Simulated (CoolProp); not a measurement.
Vapour-liquid equilibrium of 1-butene (1) + acetone (2) at 338.4 K; x and y are mole fractions of (1).

The numbers come from the multi-fluid Helmholtz-energy mixture model, Lemmon 2005 and Lemmon 2006; pair parameters Bell 2016 in CoolProp.

| x | bubble pressure (kPa) | y at the bubble point | dew pressure at overall composition x (kPa) | liquid density (mol/L) |
|---|---|---|---|---|
| 0.05 | 219.3 | 0.386 | 144.4 | 12.51 |
| 0.125 | 328.0 | 0.606 | 156.5 | 12.23 |
| 0.2 | 418.6 | 0.704 | 170.6 | 11.94 |
| 0.275 | 492.5 | 0.759 | 187.4 | 11.67 |
| 0.35 | 552.1 | 0.795 | 207.8 | 11.40 |
| 0.425 | 600.5 | 0.821 | 233.1 | 11.13 |
| 0.5 | 640.8 | 0.842 | 265.1 | 10.88 |
| 0.575 | 675.9 | 0.859 | 307.0 | 10.63 |
| 0.65 | 708.3 | 0.877 | 363.9 | 10.40 |
| 0.725 | 739.8 | 0.895 | 444.3 | 10.17 |
| 0.8 | 771.8 | 0.916 | 560.5 | 9.966 |
| 0.875 | 804.9 | 0.941 | 705.4 | 9.775 |
| 0.95 | 839.1 | 0.973 | 815.4 | 9.604 |

No azeotrope shows between x = 0.05 and 0.95.

The pair parameters rest on a limited set of measurements; away from them the model extrapolates.
